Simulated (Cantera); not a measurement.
# Thermodynamics of carbothermic reduction, feed CuO + CO + H₂ + CH₄

Charge: 1 mol CuO, 1.9 mol CO, 0.93 mol H₂, a varied amount of CH₄, at 190000 Pa.

These are equilibrium values from Cantera (NASA tables, ideal gas, pure condensed phases), not measurements of a reactor. Candidate condensed phases: C, C₆H₆, C₇H₈, C₈H₁₈, Cu, CuO, Cu(OH)₂, Cu₂O, H₂O; 113 gas species. Equilibrium is a limit: real reactors are often held back by kinetics, nucleation or transport.

Stable condensed phases:

```
T in K \ n(CH₄) in mol
         0.58 0.71 0.86    1  1.3  1.5  1.9  2.3  2.8  3.3  4.1  4.9
   1250     A    A    A    B    B    B    B    B    B    B    B    B
   1225     A    A    A    B    B    B    B    B    B    B    B    B
   1200     A    A    A    B    B    B    B    B    B    B    B    B
   1175     A    A    A    B    B    B    B    B    B    B    B    B
   1150     A    A    B    B    B    B    B    B    B    B    B    B
   1125     A    A    B    B    B    B    B    B    B    B    B    B
   1100     A    B    B    B    B    B    B    B    B    B    B    B
   1075     A    B    B    B    B    B    B    B    B    B    B    B
   1050     B    B    B    B    B    B    B    B    B    B    B    B
   1025     B    B    B    B    B    B    B    B    B    B    B    B
   1000     B    B    B    B    B    B    B    B    B    B    B    B
    975     B    B    B    B    B    B    B    B    B    B    B    B
```

A: Cu; B: C + Cu.
